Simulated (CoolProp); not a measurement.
Values from CoolProp's reference Helmholtz-energy equation of state, Akasaka 2022.

Q: Give the vapour pressure (kPa), vapour density (kg/m³), liquid cp (kJ/(kg K)) of saturated R1233zd(E) at 385.2 K.

A: 
```
T (K)  p (kPa)  vapour density (kg/m³)  liquid cp (kJ/(kg K))
-----  -------  ----------------------  ---------------------
385.2     1350                    74.5                   1.48
```
